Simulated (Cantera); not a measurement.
Charge: 1 mol SiC, 0.05 mol Si, 9.5 mol N2, held at 1900 K and 5.10e-5 bar.

These are equilibrium values from Cantera (NASA tables, ideal gas, pure condensed phases), not measurements of a reactor. Candidate condensed phases: C, Si, SiC, Si3N4; 20 gas species. The tables' values for SiN are old estimates; treat these amounts as uncertain. The numbers say what is thermodynamically allowed, not how fast it happens.

Base state: N2 0.990, Si 0.00918, SiC2 0.000232, Si2C 0.000161, SiN 2.18e-5, CN 1.99e-5 (mole fractions); condensed: C(graphite) + SiC(s).

Task: What changes in the equilibrium state with this change: temperature from 1900 K to 2075 K?

Result: 
```json
[
 {"species": "N2", "before": "0.990", "after": "0.902"},
 {"species": "Si", "before": "0.00918", "after": "0.0901"},
 {"species": "SiC2", "before": "0.000232", "after": "0.00522"},
 {"species": "Si2", "before": "2.74e-6", "after": "5.01e-5"},
 {"species": "Si2C", "before": "0.000161", "after": "0.00211"},
 {"species": "CN", "before": "1.99e-5", "after": "0.000193"},
 {"species": "SiN", "before": "2.18e-5", "after": "0.000134"},
 {"species": "C(graphite), mol", "before": "0.0375", "after": "0.866"},
 {"species": "SiC(s), mol", "before": "0.956", "after": "0"}
]
```
